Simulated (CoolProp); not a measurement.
Saturated liquid density (kg/m³) of methane: the reference equation beside estimates from Tc = -82.6 °C, pc = 45.99 bar, ω = 0.011.

Computed with CoolProp (reference Helmholtz-energy equation of state, Setzmann 1991).

```json
[
 {"T (°C)": "-155.05", "reference": "412.8", "Soave-Redlich-Kwong": "410.2", "Peng-Robinson": "463.4"},
 {"T (°C)": "-148.95", "reference": "403.4", "Soave-Redlich-Kwong": "399.1", "Peng-Robinson": "451.3"},
 {"T (°C)": "-142.85", "reference": "393.5", "Soave-Redlich-Kwong": "387.4", "Peng-Robinson": "438.3"},
 {"T (°C)": "-136.75", "reference": "383.2", "Soave-Redlich-Kwong": "374.7", "Peng-Robinson": "424.3"},
 {"T (°C)": "-130.65", "reference": "372.3", "Soave-Redlich-Kwong": "361.2", "Peng-Robinson": "409.1"},
 {"T (°C)": "-124.45", "reference": "360.5", "Soave-Redlich-Kwong": "346.3", "Peng-Robinson": "392.3"},
 {"T (°C)": "-118.35", "reference": "347.9", "Soave-Redlich-Kwong": "330.2", "Peng-Robinson": "374.1"},
 {"T (°C)": "-112.25", "reference": "334.2", "Soave-Redlich-Kwong": "312.6", "Peng-Robinson": "354.0"}
]
```

Absolute difference from the reference over all 8 rows, mean and median: Soave-Redlich-Kwong 3.0 and 2.6 %, Peng-Robinson 9.8 and 10.3 %.
